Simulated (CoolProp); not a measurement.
Values from CoolProp's reference Helmholtz-energy equation of state, Lemmon 2016.

Question: Give the vapour pressure (kPa), vapour Z, surface tension (mN/m) of saturated R365MFC at -0.35, 42.05 °C.

Answer: 
```csv
T (°C),p (kPa),vapour Z,surface tension (mN/m)
-0.35,18.1,0.987,18.0
42.05,108,0.952,13.2
```

Surface tension comes from a separate correlation (Mulero 2012).
